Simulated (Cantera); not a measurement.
Cantera with NASA thermochemical tables; ideal gases at 1 bar, condensed phases pure. Values are per mole of reaction as written; species without (g) are pure solids or liquids, kept so even where they would boil at 1 bar.

7 H(g) + Ti₄O₇ ⇌ 4 Ti + 7 OH(g)

```tsv
T (K)	ΔH° (kJ)	ΔS° (J/K)	ΔG° (kJ)	log10 K	condensed phases
1823	2033.5	264.3	1551.7	-44.46	Ti₄O₇(s), Ti(β)
1923	…	…	…	…	Ti₄O₇(s), Ti(β)
2023	1852.0	171.2	1505.7	-38.88	Ti₄O₇(l), Ti(l)
2123	1843.8	167.2	1488.7	-36.63	Ti₄O₇(l), Ti(l)
2223	1835.8	163.6	1472.2	-34.59	Ti₄O₇(l), Ti(l)
2323	…	…	…	…	Ti₄O₇(l), Ti(l)
2423	1820.3	156.9	1440.2	-31.05	Ti₄O₇(l), Ti(l)
2523	1812.8	153.9	1424.6	-29.49	Ti₄O₇(l), Ti(l)
2623	…	…	…	…	Ti₄O₇(l), Ti(l)
2723	1798.3	148.3	1394.4	-26.75	Ti₄O₇(l), Ti(l)
```

**Question.** Fill in the missing entries.

**Answer.** 
- 1923, ΔH° (kJ): 2027.1
- 1923, ΔS° (J/K): 260.9
- 1923, ΔG° (kJ): 1525.5
- 1923, log10 K: -41.44
- 2323, ΔH° (kJ): 1828.0
- 2323, ΔS° (J/K): 160.1
- 2323, ΔG° (kJ): 1456.0
- 2323, log10 K: -32.74
- 2623, ΔH° (kJ): 1805.5
- 2623, ΔS° (J/K): 151.0
- 2623, ΔG° (kJ): 1409.4
- 2623, log10 K: -28.07
